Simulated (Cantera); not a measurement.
A closed system holds: 1 mol Si3N4, 0.036 mol CO2, 55 mol H2, held at 0.0110 bar.

Cantera equilibrium calculation (NASA polynomials, part measured and part estimated; ideal gas, pure solids and liquids). Candidate condensed phases: C, C6H6, C7H8, C8H18, H2O, Si, SiC, SiO2, Si2N2O, Si3N4; 151 gas species. Mutual solubility and eutectic melting of coexisting phases are not modelled. Gases not in the tables: Si2H6 and higher silanes. The numbers say what is thermodynamically allowed, not how fast it happens.

At 1650 °C, list the 6 most abundant gas species with their mole fractions, and the condensed phases.

H2 0.953, N2 0.0348, H 0.00877, Si 0.00154, SiO 0.00103, CO 0.000222. Condensed: Si(l) + SiC(s).
